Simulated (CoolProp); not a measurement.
R365MFC along the isobar 3.95 MPa: fugacity coefficient from the reference equation and from simpler models built on Tc = 460.0 K, pc = 3.266 MPa, ω = 0.377; each cubic takes its own stable root.

The numbers come from the reference Helmholtz-energy equation of state, Lemmon 2016 in CoolProp.

```tsv
T (K)	phase	reference
403.8	liquid	0.2667
412.6	liquid	0.3073
421.3	liquid	0.3501
430.1	liquid	0.3957
438.8	liquid	0.4426
447.6	liquid	0.4913
456.3	liquid	0.5398
465	supercritical	0.5872
473.8	supercritical	0.6284
482.5	supercritical	0.6559
491.3	supercritical	0.6785
500	supercritical	0.6981
```

Question: How far does each simpler model (van der Waals, Soave-Redlich-Kwong, Peng-Robinson) lie from the reference over these 12 states: mean and median of the absolute difference, and the worst?

Answer: 
- van der Waals: mean 19.8 %, median 13.3 %, worst +59.1 % at 403.8 K and 3.95 MPa
- Soave-Redlich-Kwong: mean 3.6 %, median 3.7 %, worst +4.8 % at 403.8 K and 3.95 MPa
- Peng-Robinson: mean 0.8 %, median 0.6 %, worst -1.7 % at 473.8 K and 3.95 MPa
